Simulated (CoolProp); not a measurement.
The fluid at 293.15 K and 0.144 MPa flows at 0.82 m/s in a round tube of 2 mm bore and 15 µm roughness, fully developed (64/Re and Nu = 3.66 if laminar; Colebrook and Gnielinski if turbulent). The same conditions are run with several fluids, on thermodynamics alone (safety and materials aside).

Model: reference Helmholtz-energy equation of state of each fluid (methane: Setzmann 1991; C3F8 (R218): Lemmon 2006; isobutane: Bücker 2006; nitrogen: Span 2000; R125: Lemmon 2005), in CoolProp.

```csv
fluid,Reynolds number,Darcy friction factor,pressure drop (Pa/m),heat-transfer coefficient (W/(m² K)),mass flow (kg/h)
methane,141,0.453,(withheld),61.3,(withheld)
C3F8 (R218),(withheld),0.0411,79.3,(withheld),0.106
isobutane,(withheld),(withheld),48.3,29.9,0.0332
nitrogen,154,0.414,(withheld),46.6,(withheld)
R125,934,0.0685,83.6,25.0,0.0673
```

**Question.** Fill in the missing entries.

**Answer.** 
- methane, pressure drop (Pa/m): 72.4
- methane, mass flow (kg/h): 0.00881
- C3F8 (R218), Reynolds number: 1560
- C3F8 (R218), heat-transfer coefficient (W/(m² K)): 22.1
- isobutane, Reynolds number: 796
- isobutane, Darcy friction factor: 0.0804
- nitrogen, pressure drop (Pa/m): 115
- nitrogen, mass flow (kg/h): 0.0154

Transport values come from each fluid's own correlations; those of C3F8 (R218) are estimates that may be off by 10 % or more.
